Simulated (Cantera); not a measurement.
A freely propagating, adiabatic, planar premixed flame of H2 : O2 : N2 : H2O = 1 : 0.263 : 1.11 : 0.097 (molar parts), unburnt at 575 K and 0.820 bar; mixture-averaged transport, grid criteria slope 0.08 and curve 0.16, no radiation.

Detailed kinetics in Cantera: the H2/O2 subset of GRI-Mech 3.0, which has no nitrogen chemistry. Burning velocities carry a grid error of a few per cent, more on coarse grids.

Question: What does this change do: inlet temperature 575 to 400 K?

Answer: 
```csv
quantity,before,after
laminar burning velocity,722 cm/s,389 cm/s
thermal thickness,0.562 mm,0.465 mm
peak x(HO2),0.000265,0.000390
peak x(O),0.00378,0.00284
peak x(H2O2),1.15e-5,5.37e-5
```

Question: What does this change do: inlet temperature 575 to 325 K?

Answer: 
```tsv
quantity	before	after
laminar burning velocity	722 cm/s	280 cm/s
thermal thickness	0.562 mm	0.415 mm
peak x(HO2)	0.000265	0.000432
peak x(O)	0.00378	0.00249
peak x(H2O2)	1.15e-5	9.00e-5
```

Question: What does this change do: inlet temperature 575 to 300 K?

Answer: 
| quantity | before | after |
|---|---|---|
| laminar burning velocity | 722 cm/s | 248 cm/s |
| thermal thickness | 0.562 mm | 0.399 mm |
| peak x(HO2) | 0.000265 | 0.000443 |
| peak x(O) | 0.00378 | 0.00237 |
| peak x(H2O2) | 1.15e-5 | 0.000104 |
